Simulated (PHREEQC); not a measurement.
**Acid rinse or clean (model solution)**

Solution (25 °C): 1.2 mmol/kgw HBr, 9.2 mmol/kgw AlCl3 and 34 mmol/kgw KCl. Closed to the air; pH follows from the charge balance.

All values are PHREEQC results (ion-association model, wateq4f.dat), not measurements.

pH: 2.99
ionic strength: 0.0903 mol/kgw
total alkalinity: -1.20 meq/kg

| species | molality | activity | log γ |
|---|---|---|---|
| Cl- | 0.0616 | 0.0475 | -0.113 |
| K+ | 0.0340 | 0.0262 | -0.113 |
| Al+3 | 0.00916 | 0.00170 | -0.730 |
| H+ | 0.00124 | 0.00103 | -0.081 |
| Br- | 0.00120 | 0.000944 | -0.104 |
| AlOH+2 | 4.12e-5 | 1.64e-5 | -0.400 |
| Al(OH)2+ | 1.57e-7 | 1.25e-7 | -0.100 |

No solid was allowed to form.
